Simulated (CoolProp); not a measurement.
Vapour-liquid equilibrium of carbon dioxide (1) + R125 (2) at 244.2 K; x and y are mole fractions of (1).

Values from CoolProp's multi-fluid Helmholtz-energy mixture model, Span 1996 and Lemmon 2005; pair parameters Bell 2016.

```json
[
 {"x": "0.05", "bubble pressure (kPa)": "315.4", "y at the bubble point": "0.265", "dew pressure at overall composition x (kPa)": "249.7", "liquid density (mol/L)": "12.34"},
 {"x": "0.2", "bubble pressure (kPa)": "540.9", "y at the bubble point": "___", "dew pressure at overall composition x (kPa)": "292.4", "liquid density (mol/L)": "13.40"},
 {"x": "0.35", "bubble pressure (kPa)": "744.7", "y at the bubble point": "0.754", "dew pressure at overall composition x (kPa)": "351.7", "liquid density (mol/L)": "14.64"},
 {"x": "0.5", "bubble pressure (kPa)": "924.9", "y at the bubble point": "___", "dew pressure at overall composition x (kPa)": "439.8", "liquid density (mol/L)": "16.11"},
 {"x": "0.65", "bubble pressure (kPa)": "1090", "y at the bubble point": "0.888", "dew pressure at overall composition x (kPa)": "583.0", "liquid density (mol/L)": "17.92"},
 {"x": "0.8", "bubble pressure (kPa)": "1251", "y at the bubble point": "0.935", "dew pressure at overall composition x (kPa)": "843.5", "liquid density (mol/L)": "___"},
 {"x": "0.95", "bubble pressure (kPa)": "1419", "y at the bubble point": "0.983", "dew pressure at overall composition x (kPa)": "1302", "liquid density (mol/L)": "23.15"}
]
```

### Question
Complete the blanks.

### Answer

- 0.2, y at the bubble point: 0.614
- 0.5, y at the bubble point: 0.832
- 0.8, liquid density (mol/L): 20.19

No azeotrope shows between x = 0.05 and 0.95.

Pair parameters are fitted to limited data, so mixtures are less certain than the pure fluids.
